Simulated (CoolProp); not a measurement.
Model: reference Helmholtz-energy equation of state, Akasaka 2022, in CoolProp.

Task: Give the vapour pressure (kPa), liquid density (kg/m³), vapour density (kg/m³), enthalpy of vaporisation (kJ/kg) of saturated R1233zd(E) at 326.5, 335.6, 344.7 K.

Result: 
```json
[
 {"T (K)": "326.5", "p (kPa)": "324", "liquid density (kg/m³)": "1190", "vapour density (kg/m³)": "17.2", "enthalpy of vaporisation (kJ/kg)": "176"},
 {"T (K)": "335.6", "p (kPa)": "419", "liquid density (kg/m³)": "1170", "vapour density (kg/m³)": "22.1", "enthalpy of vaporisation (kJ/kg)": "170"},
 {"T (K)": "344.7", "p (kPa)": "533", "liquid density (kg/m³)": "1140", "vapour density (kg/m³)": "28.1", "enthalpy of vaporisation (kJ/kg)": "164"}
]
```
